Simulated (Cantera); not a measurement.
V₂O₃ + H₂ (hydrogen reduction and annealing atmospheres)

Input: 1 mol V₂O₃, 770 mol H₂, at 1323.15 K and 96.0 Pa.

Method: chemical equilibrium by Gibbs-energy minimisation in Cantera with the NASA 1993 tables (ideal gas, pure condensed phases). Candidate condensed phases: H₂O, V, VO, V₂O₃, V₂O₄, V₂O₅; 12 gas species. Mutual solubility and eutectic melting of coexisting phases are not modelled. VO: taken at fixed stoichiometry. Condensed phases not in the tables: the oxides between V₂O₃ and V₂O₅ other than VO₂. Kinetics and transport are ignored.

The x(H₂) is 0.999 and the x(H₂O) comes out as 0.00119. The x(H) comes out as 5.13e-5, the n(VO(s)) is 1.84 mol and the n(V₂O₃(s)) is 0.0808 mol. The gas amount comes out as 770.0 mol and the log10 activity of V(s) (absent) is -2.76. The log10 activity of V₂O₅(l) (absent) is -14.29.
